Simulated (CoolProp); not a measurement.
Cyclopentane along the isotherm 315.3 K: density (kg/m³) from the reference equation and from simpler models built on Tc = 511.7 K, pc = 45.83 bar, ω = 0.202; each cubic takes its own stable root.

The numbers come from the reference Helmholtz-energy equation of state, Gedanitz 2015 in CoolProp.

```tsv
p (bar)	phase	reference
6.87	liquid	723.8
13.7	liquid	724.6
20.6	liquid	725.4
27.5	liquid	726.1
34.4	liquid	726.9
41.2	liquid	727.6
48.1	liquid	728.3
55	liquid	729.1
61.9	liquid	729.8
68.7	liquid	730.5
```

Task: How far does each simpler model (Redlich-Kwong, Soave-Redlich-Kwong, Peng-Robinson) lie from the reference over these 10 states: mean and median of the absolute difference, and the worst?

Result: 
- Redlich-Kwong: mean 6.0 %, median 6.0 %, worst -6.4 % at 315.3 K and 6.87 bar
- Soave-Redlich-Kwong: mean 4.0 %, median 4.0 %, worst -4.2 % at 315.3 K and 6.87 bar
- Peng-Robinson: mean 8.3 %, median 8.3 %, worst +8.4 % at 315.3 K and 68.7 bar
